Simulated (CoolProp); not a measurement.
Properties of R1132(E) along the isobar 6500 kPa (Tc = 75.7 °C, pc = 5174 kPa, ω = 0.245).

Values from CoolProp's reference Helmholtz-energy equation of state, Akasaka 2024.

```csv
T (°C),phase,Z,cp (kJ/(kg K)),expansivity (1/kK)
48.05,liquid,0.1818,1.999,5.255
55.95,liquid,0.1857,2.127,6.350
63.85,liquid,0.1919,2.327,?
71.65,liquid,?,?,11.61
79.55,supercritical,0.2240,3.790,22.67
87.45,supercritical,0.3145,7.763,70.96
95.35,supercritical,0.4631,3.952,32.39
103.25,supercritical,0.5477,2.636,18.25
111.05,supercritical,0.6046,2.156,13.00
118.95,supercritical,0.6487,1.908,?
126.85,supercritical,0.6845,1.759,8.516
```

Fill in the missing entries.


- 63.85, expansivity (1/kK): 8.131
- 71.65, Z: 0.2022
- 71.65, cp (kJ/(kg K)): 2.697
- 118.95, expansivity (1/kK): 10.23

The peak of cp marks the crossing from liquid-like to gas-like fluid above the critical point.
